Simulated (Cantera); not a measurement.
Cantera with NASA thermochemical tables; ideal gases at 1 bar, condensed phases pure. Values are per mole of reaction as written; species without (g) are pure solids or liquids, kept so even where they would boil at 1 bar. TiC: taken at fixed stoichiometry.

TiC ⇌ Ti + C

```csv
T (K),ΔH° (kJ),ΔS° (J/K),ΔG° (kJ),log10 K,condensed phases
300,[?],[?],[?],[?],"TiC(s), Ti(α), C(graphite)"
1198,188.5,15.1,170.4,-7.43,"TiC(s), Ti(β), C(graphite)"
1348,188.4,15.1,168.2,-6.52,"TiC(s), Ti(β), C(graphite)"
1498,188.6,15.2,165.9,-5.78,"TiC(s), Ti(β), C(graphite)"
1648,[?],[?],[?],[?],"TiC(s), Ti(β), C(graphite)"
1798,189.7,15.8,161.2,-4.68,"TiC(s), Ti(β), C(graphite)"
1948,205.2,23.8,158.8,-4.26,"TiC(s), Ti(l), C(graphite)"
2098,[?],[?],[?],[?],"TiC(s), Ti(l), C(graphite)"
2248,208.8,25.6,151.4,-3.52,"TiC(s), Ti(l), C(graphite)"
2398,210.3,26.2,147.5,-3.21,"TiC(s), Ti(l), C(graphite)"
```

Task: What belongs in the gaps?

Result: 
- 300, ΔH° (kJ): 184.1
- 300, ΔS° (J/K): 12.2
- 300, ΔG° (kJ): 180.4
- 300, log10 K: -31.42
- 1648, ΔH° (kJ): 189.1
- 1648, ΔS° (J/K): 15.5
- 1648, ΔG° (kJ): 163.6
- 1648, log10 K: -5.18
- 2098, ΔH° (kJ): 207.1
- 2098, ΔS° (J/K): 24.8
- 2098, ΔG° (kJ): 155.2
- 2098, log10 K: -3.86
